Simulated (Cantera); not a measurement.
Standard-state values (1 bar) from the NASA 1993 polynomials, evaluated with Cantera. Values are per mole of reaction as written; species without (g) are pure solids or liquids, kept so even where they would boil at 1 bar.

CO2(g) + 4 TiO(g) = 2 Ti2O3 + C

| T (K) | ΔH° (kJ) | ΔS° (J/K) | ΔG° (kJ) | log10 K |
|---|---|---|---|---|
| 2400 | [?] | [?] | [?] | [?] |
| 2450 | [?] | [?] | [?] | [?] |
| 2500 | -2415.1 | -673.4 | -731.6 | 15.29 |
| 2550 | -2409.0 | -671.0 | -698.0 | 14.30 |
| 2600 | -2403.0 | -668.7 | -664.5 | 13.35 |
| 2650 | -2397.0 | -666.4 | -631.1 | 12.44 |
| 2700 | [?] | [?] | [?] | [?] |
| 2750 | [?] | [?] | [?] | [?] |
| 2800 | -2379.2 | -659.8 | -531.6 | 9.92 |

Fill in the missing entries.


- 2400, ΔH° (kJ): -2427.2
- 2400, ΔS° (J/K): -678.3
- 2400, ΔG° (kJ): -799.2
- 2400, log10 K: 17.39
- 2450, ΔH° (kJ): -2421.1
- 2450, ΔS° (J/K): -675.8
- 2450, ΔG° (kJ): -765.3
- 2450, log10 K: 16.32
- 2700, ΔH° (kJ): -2391.1
- 2700, ΔS° (J/K): -664.2
- 2700, ΔG° (kJ): -597.8
- 2700, log10 K: 11.57
- 2750, ΔH° (kJ): -2385.1
- 2750, ΔS° (J/K): -662.0
- 2750, ΔG° (kJ): -564.7
- 2750, log10 K: 10.73
